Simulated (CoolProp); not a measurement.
n-perfluorohexane along the isobar 27.5 bar: Z from the reference equation and from simpler models built on Tc = 174.9 °C, pc = 17.42 bar, ω = 0.497; each cubic takes its own stable root.

Model: reference Helmholtz-energy equation of state, Gao 2022, in CoolProp.

```tsv
T (°C)	phase	reference
29.15	liquid	0.2206
37.85	liquid	0.2177
46.55	liquid	0.2150
55.35	liquid	0.2126
64.05	liquid	0.2106
72.75	liquid	0.2089
81.55	liquid	0.2075
90.25	liquid	0.2065
98.95	liquid	0.2059
107.75	liquid	0.2057
116.45	liquid	0.2060
125.15	liquid	0.2068
133.95	liquid	0.2084
142.65	liquid	0.2108
151.35	liquid	0.2144
```

Task: How far does each simpler model (van der Waals, Redlich-Kwong, Soave-Redlich-Kwong) lie from the reference over these 15 states: mean and median of the absolute difference, and the worst?

Result: 
- van der Waals: mean 70.1 %, median 70.8 %, worst +74.1 % at 29.15 °C and 27.5 bar
- Redlich-Kwong: mean 24.0 %, median 23.8 %, worst +27.2 % at 151.35 °C and 27.5 bar
- Soave-Redlich-Kwong: mean 16.6 %, median 15.6 %, worst +21.8 % at 151.35 °C and 27.5 bar
